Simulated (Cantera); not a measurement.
A perfectly stirred reactor is fed with H2 : O2 = 0.025 : 1 (molar parts), equivalence ratio 0.013, at 0.0133 bar; it is held at 1275 K, and followed from long to short residence time.

Cantera simulation using the H2/O2 subset of GRI-Mech 3.0, which has no nitrogen chemistry; the numbers are that mechanism's predictions, not measurements. Radical loss at walls, strong at low pressure, is not modelled.

Problem. Predict: x(H2) at τ = 0.910 s; x(O2) at τ = 0.910 s; x(H) at τ = 0.910 s; x(O) at τ = 0.910 s; x(HO2) at τ = 0.910 s; x(H2) at τ = 19.0 ms; x(O2) at τ = 19.0 ms; x(H) at τ = 19.0 ms; x(O) at τ = 19.0 ms; x(HO2) at τ = 19.0 ms.

Solution. 
* **x(H2) at τ = 0.910 s**: 8.40e-5
* **x(O2) at τ = 0.910 s**: 0.971
* **x(H) at τ = 0.910 s**: 0.000174
* **x(O) at τ = 0.910 s**: 0.00376
* **x(HO2) at τ = 0.910 s**: 7.46e-7
* **x(H2) at τ = 19.0 ms**: 0.000759
* **x(O2) at τ = 19.0 ms**: 0.958
* **x(H) at τ = 19.0 ms**: 0.00176
* **x(O) at τ = 19.0 ms**: 0.0157
* **x(HO2) at τ = 19.0 ms**: 1.57e-6
